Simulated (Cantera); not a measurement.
Charge: 1 mol AlCl3, 8.1 mol N2, 3.2 mol HCl, held at 2.63 Torr.

Equilibrium computed with Cantera from the NASA thermochemical tables; the gas is ideal and each condensed phase is pure. Candidate condensed phases: Al, AlCl3, AlN, NH4Cl; 20 gas species. The tables' values for AlCl2 are old estimates; treat these amounts as uncertain. Kinetics and transport are ignored.

x: gas mole fraction; nothing condenses.

```tsv
T (°C)	x N2	x HCl	x AlCl3	x Cl
575	0.659	0.260	0.0812	(withheld)
675	0.659	0.260	0.0813	(withheld)
775	0.659	0.260	0.0813	(withheld)
875	0.659	0.260	0.0813	(withheld)
975	0.658	0.260	0.0813	(withheld)
1075	0.658	0.260	0.0812	(withheld)
1175	0.658	0.259	0.0811	(withheld)
1275	0.657	0.257	0.0805	(withheld)
1375	0.655	0.255	0.0785	(withheld)
```

Problem. Some entries are withheld; supply them.

Solution. 
- 575, x Cl: 1.74e-7
- 675, x Cl: 1.88e-6
- 775, x Cl: 1.19e-5
- 875, x Cl: 5.29e-5
- 975, x Cl: 0.000183
- 1075, x Cl: 0.000531
- 1175, x Cl: 0.00135
- 1275, x Cl: 0.00310
- 1375, x Cl: 0.00674
